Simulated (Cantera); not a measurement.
Feed: 1 mol SiHCl3, 4.1 mol N2, equilibrated at 1748.15 K and 2.63 Torr.

These are equilibrium values from Cantera (NASA tables, ideal gas, pure condensed phases), not measurements of a reactor. Candidate condensed phases: NH4Cl, Si, Si3N4; 28 gas species. The tables' values for SiCl3, SiCl are old estimates; treat these amounts as uncertain. The numbers say what is thermodynamically allowed, not how fast it happens.

Base state: N2 0.674, SiCl2 0.154, HCl 0.148, SiCl3 0.00956, H2 0.00808, Cl 0.00491, SiCl4 0.00106, H 0.000348 (mole fractions); condensed: gas only.

What changes in the equilibrium state with this change: N2 from 4.1 to 17 mol?


```
species   before     after
-------  -------  --------
N2         0.674     0.894
SiCl2      0.154    0.0506
HCl        0.148    0.0476
SiHCl3   1.27e-5   1.35e-6
SiCl4    0.00106  0.000122
SiCl3    0.00956   0.00186
H2       0.00808   0.00239
```
